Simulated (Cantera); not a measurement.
Input: 1 mol CaO, 48 mol HCl, 1.7 mol O2, equilibrated at 850 °C and 1.00 Pa.

Method: chemical equilibrium by Gibbs-energy minimisation in Cantera with the NASA 1993 tables (ideal gas, pure condensed phases). Candidate condensed phases: Ca, CaCl2, CaO, Ca(OH)2, H2O; 21 gas species. Kinetics and transport are ignored.

Base state: HCl 0.890, H2O 0.0352, Cl 0.0268, O2 0.0264, CaCl2 0.0200, Cl2 0.00179 (mole fractions); condensed: gas only.

### Question
What changes in the equilibrium state with this change: temperature from 850 °C to 1127 °C?

### Answer
| species | before | after |
|---|---|---|
| HCl | 0.890 | 0.804 |
| Cl | 0.0268 | 0.0988 |
| H2O | 0.0352 | 0.0689 |
| O2 | 0.0264 | 0.00860 |
| CaCl2 | 0.0200 | 0.0196 |
| H | 5.35e-9 | 1.59e-5 |
| H2 | 1.58e-7 | 0.000106 |
| O | 2.26e-7 | 2.77e-5 |
| OH | 6.15e-6 | 0.000204 |
| Cl2 | 0.00179 | 0.000121 |

### Question
What changes in the equilibrium state with this change: O2 from 1.7 to 0.67 mol?

### Answer
```json
[
 {"species": "HCl", "before": "0.890", "after": "0.917"},
 {"species": "H2O", "before": "0.0352", "after": "0.0322"},
 {"species": "Cl", "before": "0.0268", "after": "0.0213"},
 {"species": "O2", "before": "0.0264", "after": "0.00781"},
 {"species": "CaCl2", "before": "0.0200", "after": "0.0204"},
 {"species": "Cl2", "before": "0.00179", "after": "0.00113"}
]
```
